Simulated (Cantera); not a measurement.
What does this Cantera script print?

```python
import numpy as np
import cantera as ct

gas_names = """
    AL ALN ALO ALO2 AL2 AL2O AL2O2 N NO NO2 NO3 N2 N2O O O2 O3
""".split()
cond_names = """
    AL(cr) AL(L) ALN(s) AL2O3(a) AL2O3(L)
""".split()


# ... load() reads the species with a 1 bar reference pressure and builds the phases ...
atoms = {
    'Al2O3': {'AL': 2, 'O': 3},
    'N2': {'N': 2},
}
top_T = {'ALN(s)': 2750}  # K; cautious upper limits of use, not melting points


# ... equilibrate(T, P, feed) seeds the gas with the atoms and calls Mixture.equilibrate('TP', solver="vcs", rtol=1e-11, max_steps=5000) ...
results = []
feed = {'Al2O3': 1, 'N2': 0.1}  # mol
P = 101325  # Pa
for T in [1973, 2048, 2123, 2198, 2273, 2348, 2423, 2498, 2573, 2648, 2723, 2798]:
    mix = equilibrate(T, P, feed)
    results.append((T, P, feed, dict(zip(mix.species_names, mix.species_moles))))

top = {s: max(r[3][s] / sum(r[3][g] for g in gas_names) for r in results) for s in gas_names}
cols = sorted((s for s in top if top[s] > 0.001), key=lambda s: -top[s])[:8]
seen = [c for c in cond_names if any(r[3].get(c, 0) > 1e-12 for r in results)]
print("log10 of partial pressures in bar; condensed amounts in mol")
print(f"{'T/K':>10s}" + "".join(f"{s[:9]:>10s}" for s in cols + seen))
for T, P, feed, n in results:
    ng = sum(n[g] for g in gas_names)
    print(f"{T:10.4g}" + "".join(f"{np.log10(max(n[s] / ng * P / 1e5, 1e-99)):10.3f}" for s in cols)
          + "".join(f"{n.get(c, 0):10.4g}" for c in seen))
```

It prints:

```
log10 of partial pressures in bar; condensed amounts in mol
       T/K        N2  AL2O3(a)  AL2O3(L)
      1973     0.006         1         0
      2048     0.006         1         0
      2123     0.006         1         0
      2198     0.006         1         0
      2273     0.006         1         0
      2348     0.006         0         1
      2423     0.006         0         1
      2498     0.006         0         1
      2573     0.006         0         1
      2648     0.006         0         1
      2723     0.006         0         1
      2798     0.005         0         1
```

Equilibrium computed with Cantera from the NASA thermochemical tables; the gas is ideal and each condensed phase is pure.
